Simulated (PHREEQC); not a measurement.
Make-up at 25 °C: 0.0035 mol/kgw H2SO4, 0.0047 mol/kgw KNO3 and 1.3e-05 mol/kgw CO2. Closed to the air; pH follows from the charge balance.

Computed with PHREEQC (ion-association model, phreeqc.dat).

This is a speciation only: nothing precipitates in the calculation.

**Question.** What pH, specific conductance, ionic strength does the model give?

**Answer.** pH 2.26; specific conductance 2970 µS/cm; ionic strength 0.0132 mol/kgw.

**Question.** In which forms is K present?

**Answer.** K+ 99 %, KSO4- 1.1 % of the K.
